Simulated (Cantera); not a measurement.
## Moist CO burnout

A perfectly stirred reactor is fed with 1.69 % CO, 8.91 % O2, 0.285 % H2O, 89.1 % N2, at 5.00 bar; it is held at 1523 K, and followed from long to short residence time.

Detailed kinetics in Cantera: GRI-Mech 3.0 (53 species, 325 reactions).

```csv
τ (s),x CO,x O2,x H2O,x N2O,x HO2
2.7,2.44e-5,0.0813,0.00287,6.01e-7,1.29e-7
0.82,5.75e-5,0.0813,0.00286,1.13e-6,2.70e-7
0.25,0.000134,0.0814,0.00286,2.08e-6,5.72e-7
0.077,0.000307,0.0814,0.00285,3.48e-6,1.17e-6
0.024,0.000688,0.0816,0.00284,4.92e-6,2.27e-6
0.0072,0.00154,0.0819,0.00282,5.67e-6,4.17e-6
0.0022,0.00326,0.0827,0.00279,5.34e-6,6.87e-6
0.00068,0.00628,0.0839,0.00276,4.23e-6,1.00e-5
0.00021,0.0105,0.0857,0.00273,2.66e-6,1.26e-5
```
x: mole fraction; the columns are a selection and need not sum to one.
